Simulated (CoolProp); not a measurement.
R404A along the isotherm 83.05 °C: Z from the reference equation and from simpler models built on Tc = 72.1 °C, pc = 3.735 MPa, ω = 0.293; each cubic takes its own stable root.

Model: reference Helmholtz-energy equation of state, Lemmon 2003, in CoolProp. It is a pseudo-pure fit of the blend.

| p (MPa) | phase | reference |
|---|---|---|
| 0.0177 | gas | 0.9985 |
| 0.0276 | gas | 0.9976 |
| 0.043 | gas | 0.9962 |
| 0.0669 | gas | 0.9941 |
| 0.104 | gas | 0.9909 |
| 0.162 | gas | 0.9857 |
| 0.252 | gas | 0.9777 |
| 0.393 | gas | 0.9650 |
| 0.612 | gas | 0.9449 |
| 0.953 | gas | 0.9125 |
| 1.48 | gas | 0.8596 |
| 2.31 | gas | 0.7670 |
| 3.6 | gas | 0.5811 |
| 5.6 | supercritical | 0.2631 |

### Question
How far does each simpler model (van der Waals, Soave-Redlich-Kwong) lie from the reference over these 14 states: mean and median of the absolute difference, and the worst?

### Answer
- van der Waals: mean 3.8 %, median 0.4 %, worst +38.3 % at 83.05 °C and 5.6 MPa
- Soave-Redlich-Kwong: mean 2.6 %, median 0.2 %, worst +26.8 % at 83.05 °C and 5.6 MPa
